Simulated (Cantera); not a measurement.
Charge: 1 mol Si, 0.0011 mol H2O, 16 mol H2, held at 4.80 bar.

Equilibrium computed with Cantera from the NASA thermochemical tables; the gas is ideal and each condensed phase is pure. Candidate condensed phases: H2O, Si, SiO2; 18 gas species. Mutual solubility and eutectic melting of coexisting phases are not modelled. The tables hold silica as quartz up to 1696 K and as liquid above; real silica turns to tridymite and cristobalite and melts near 1996 K. Gases not in the tables: Si2H6 and higher silanes. Kinetics and transport are ignored.

x: gas mole fraction; n: condensed amount in mol.

```tsv
T (K)	x H2	x H	x SiH2	x SiO	x SiH	x Si	x SiH4	n Si(s)	n SiO2(β-quartz)	n Si(l)
998	1.000	9.82e-10	8.84e-11	9.98e-11	<1e-12	<1e-12	___	0.999	0.000550	0
1073	1.000	6.39e-9	6.77e-10	1.85e-9	<1e-12	<1e-12	___	0.999	0.000550	0
1148	1.000	3.27e-8	3.97e-9	2.33e-8	1.77e-12	<1e-12	___	0.999	0.000550	0
1223	1.000	1.37e-7	1.87e-8	2.14e-7	1.91e-11	<1e-12	___	0.999	0.000548	0
1298	1.000	4.89e-7	7.39e-8	1.51e-6	1.56e-10	8.47e-12	___	0.999	0.000536	0
1373	1.000	1.52e-6	2.51e-7	8.57e-6	1.01e-9	8.08e-11	___	0.999	0.000475	0
1448	1.000	4.21e-6	7.48e-7	4.04e-5	5.35e-9	6.09e-10	___	0.999	0.000212	0
1523	1.000	1.05e-5	2.01e-6	6.70e-5	2.40e-8	3.76e-9	___	0.999	0	0
1598	1.000	2.43e-5	4.89e-6	6.77e-5	9.37e-8	1.95e-8	___	0.999	0	0
1673	1.000	5.20e-5	1.10e-5	6.81e-5	3.22e-7	8.70e-8	5.97e-6	0.999	0	0
1748	1.000	0.000104	2.05e-5	6.83e-5	8.84e-7	3.03e-7	5.70e-6	0	0	0.998
1823	1.000	0.000198	3.51e-5	6.84e-5	2.16e-6	9.21e-7	5.29e-6	0	0	0.998
1898	1.000	0.000357	5.76e-5	6.84e-5	4.89e-6	2.56e-6	4.95e-6	0	0	0.998
1973	0.999	0.000616	9.08e-5	6.85e-5	1.04e-5	6.57e-6	4.65e-6	0	0	0.997
```

Question: Some entries are withheld; supply them.

Answer: 
- 998, x SiH4: 1.96e-6
- 1073, x SiH4: 2.38e-6
- 1148, x SiH4: 2.81e-6
- 1223, x SiH4: 3.25e-6
- 1298, x SiH4: 3.70e-6
- 1373, x SiH4: 4.16e-6
- 1448, x SiH4: 4.61e-6
- 1523, x SiH4: 5.06e-6
- 1598, x SiH4: 5.52e-6
